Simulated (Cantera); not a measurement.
Input (Python, Cantera) and output of one run.

```python
import numpy as np
import cantera as ct

gas_names = [...]  # 105 gases of nasa_gas.yaml made of C, H, N, Si
cond_names = """
    C(gr) C6H6(L) C7H8(L) C8H18(L),n-octa Si(cr) Si(L) SiC(b) Si3N4(a)
""".split()


# ... load() reads the species with a 1 bar reference pressure and builds the phases ...
atoms = {
    'Si3N4': {'Si': 3, 'N': 4},
    'C': {'C': 1},
    'H2': {'H': 2},
}
top_T = {'C(gr)': 4500, 'SiC(b)': 3050, 'Si3N4(a)': 2400}  # K; cautious upper limits of use, not melting points


# ... equilibrate(T, P, feed) seeds the gas with the atoms and calls Mixture.equilibrate('TP', solver="vcs", rtol=1e-11, max_steps=5000) ...
results = []
feed = {'Si3N4': 1, 'C': 0.0094, 'H2': 0.018}  # mol
P = 13332.2  # Pa
for T in [2200, 2225, 2250, 2275, 2300, 2325, 2350, 2375, 2400, 2425, 2450, 2475]:
    mix = equilibrate(T, P, feed)
    results.append((T, P, feed, dict(zip(mix.species_names, mix.species_moles))))

top = {s: max(r[3][s] / sum(r[3][g] for g in gas_names) for r in results) for s in gas_names}
cols = sorted((s for s in top if top[s] > 0.001), key=lambda s: -top[s])[:9]
seen = [c for c in cond_names if any(r[3].get(c, 0) > 1e-12 for r in results)]
print("log10 of partial pressures in bar; condensed amounts in mol")
print(f"{'T/K':>10s}" + "".join(f"{s[:9]:>10s}" for s in cols + seen))
for T, P, feed, n in results:
    ng = sum(n[g] for g in gas_names)
    print(f"{T:10.4g}" + "".join(f"{np.log10(max(n[s] / ng * P / 1e5, 1e-99)):10.3f}" for s in cols)
          + "".join(f"{n.get(c, 0):10.4g}" for c in seen))
```

It prints:

```
log10 of partial pressures in bar; condensed amounts in mol
       T/K        N2        Si        H2         H      Si2C       SiN     Si(L)    SiC(b)
      2200    -0.881    -3.433    -2.971    -3.735    -4.665    -4.646     2.984  0.008425
      2225    -0.881    -3.329    -2.978    -3.678    -4.524    -4.563     2.982  0.008187
      2250    -0.882    -3.227    -2.987    -3.623    -4.387    -4.483      2.98  0.007887
      2275    -0.882    -3.128    -2.996    -3.569    -4.252    -4.404     2.977  0.007508
      2300    -0.883    -3.031    -3.007    -3.518    -4.121    -4.326     2.973  0.007028
      2325    -0.884    -2.936    -3.019    -3.468    -3.992    -4.251     2.969  0.006417
      2350    -0.886    -2.842    -3.033    -3.420    -3.867    -4.177     2.964  0.005638
      2375    -0.887    -2.751    -3.048    -3.375    -3.744    -4.105     2.957  0.004642
      2400    -0.889    -2.662    -3.065    -3.331    -3.624    -4.035     2.949  0.003367
      2425    -0.891    -2.575    -3.085    -3.289    -3.506    -3.967     2.939  0.001729
      2450    -0.893    -2.489    -3.105    -3.249    -3.407    -3.900     2.927         0
      2475    -0.896    -2.406    -3.121    -3.208    -3.390    -3.834     2.914         0
```

Equilibrium computed with Cantera from the NASA thermochemical tables; the gas is ideal and each condensed phase is pure. Mutual solubility and eutectic melting of coexisting phases are not modelled. The tables' values for SiN are old estimates; treat these amounts as uncertain.
